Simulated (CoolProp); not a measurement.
Model: reference Helmholtz-energy equation of state, Schroeder 2014, in CoolProp.

Q: For ethanol, give the phase and the density (kg/m³), cp (kJ/(kg K)), expansivity (1/kK), viscosity (µPa s) at 620 K and 13.4 MPa.

A: 
- 620 K and 13.4 MPa: supercritical; density 179, cp 4.31, expansivity 6.92, viscosity 28.6

Viscosity comes from a separate model (Kiselev 2005).
